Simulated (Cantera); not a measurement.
A freely propagating, adiabatic, planar premixed flame of H2 : O2 : N2 = 1 : 0.562 : 2.11 (molar parts), equivalence ratio 0.89, unburnt at 525 K and 0.987 atm; mixture-averaged transport, grid criteria slope 0.08 and curve 0.16, no radiation.

Detailed kinetics in Cantera: the H2/O2 subset of GRI-Mech 3.0, which has no nitrogen chemistry. Burning velocities carry a grid error of a few per cent, more on coarse grids.

### Question
What does this change do: 0.11 parts H2O added?

### Answer
```
quantity                    before     after
------------------------  --------  --------
laminar burning velocity  528 cm/s  497 cm/s
thermal thickness         0.438 mm  0.424 mm
peak x(HO2)               0.000358  0.000402
peak x(O)                   0.0133    0.0115
peak x(OH)                  0.0176    0.0165
peak x(H)                   0.0458    0.0404
```

### Question
What does this change do: inlet temperature 525 to 623 K?

### Answer
| quantity | before | after |
|---|---|---|
| laminar burning velocity | 528 cm/s | 735 cm/s |
| thermal thickness | 0.438 mm | 0.473 mm |
| peak x(HO2) | 0.000358 | 0.000282 |
| peak x(O) | 0.0133 | 0.0149 |
| peak x(OH) | 0.0176 | 0.0192 |
| peak x(H) | 0.0458 | 0.0517 |
